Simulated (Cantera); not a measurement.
A closed system holds: 1 mol c-C4F8, 1.3 mol F2, at 575 °C and 1.00 bar.

These are equilibrium values from Cantera (NASA tables, ideal gas, pure condensed phases), not measurements of a reactor. Candidate condensed phases: C; 13 gas species. The feed counts by its element totals alone. Condensed phases not in the tables: fluorocarbon polymer. Gases not in the tables: C2F6 and larger saturated fluorocarbons. The numbers say what is thermodynamically allowed, not how fast it happens.

Problem. What is the equilibrium state?

Solution. 
* **x(CF4)**: 1.00
* **n(C(graphite))**: 1.35 mol
* **gas amount**: 2.650 mol
